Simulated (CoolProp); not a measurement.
Saturation properties of sulfur dioxide (Tc = 157.5 °C, pc = 78.87 bar, ω = 0.256).

Model: reference Helmholtz-energy equation of state, Gao 2016, in CoolProp.

```
T (°C)  p (bar)  vapour density (kg/m³)  enthalpy of vaporisation (kJ/kg)  liquid cp (kJ/(kg K))  surface tension (mN/m)
------  -------  ----------------------  --------------------------------  ---------------------  ----------------------
42.75     6.838                   18.53                             337.3                  1.425                    18.2
49.55     8.309                   22.39                             329.5                  1.441                    16.9
56.25     9.981                   26.79                             321.4                  1.460                    15.7
63.05     11.92                   31.95                             312.8                  1.482                    14.4
69.75     14.10                   37.81                             304.0                  1.507                    13.1
76.55     16.60                   44.65                             294.5                  1.538                    11.8
83.35     19.42                   52.53                             284.4                  1.574                    10.6
90.05     22.53                   61.47                             273.9                  1.618                    9.32
96.85     26.04                   71.94                             262.5                  1.672                    8.08
103.55    29.89                   83.90                             250.4                  1.738                    6.86
```

It boils at -10.0 °C under 1 atm.

Surface tension comes from a separate correlation (Mulero 2012).
